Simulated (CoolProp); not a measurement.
Model: reference Helmholtz-energy equation of state, Thol 2018, in CoolProp.

For hydrogen chloride, give the phase and the density (kg/m³), cv (kJ/(kg K)), speed of sound (m/s), Joule-Thomson coefficient (K/MPa) at 361.1 K and 69.3 bar; 361.1 K and 381 bar.


- 361.1 K and 69.3 bar: gas; density 112, cv 0.728, speed of sound 300, Joule-Thomson coefficient 8.56
- 361.1 K and 381 bar: supercritical; density 798, cv 0.814, speed of sound 627, Joule-Thomson coefficient 0.281
